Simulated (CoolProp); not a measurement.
Aqueous ethanol as a coolant, 35 % by mass, freezing at -24.9 °C, 1 atm.

Computed with CoolProp (Melinder's fits for secondary coolants).

```csv
T (°C),density (kg/m³),Prandtl number,cp (kJ/(kg K)),conductivity (W/(m K))
-22,969.5,318,3.867,0.363
-12.9,965.0,165,___,___
-3.7,960.0,93.1,4.007,0.372
5.4,954.6,57.2,4.059,0.377
14.5,948.8,37.6,4.104,___
23.7,942.6,26.1,4.142,0.387
32.8,936.2,19.0,4.174,___
```

Problem. Complete the blanks.

Solution. 
- -12.9, cp (kJ/(kg K)): 3.943
- -12.9, conductivity (W/(m K)): 0.367
- 14.5, conductivity (W/(m K)): 0.382
- 32.8, conductivity (W/(m K)): 0.392
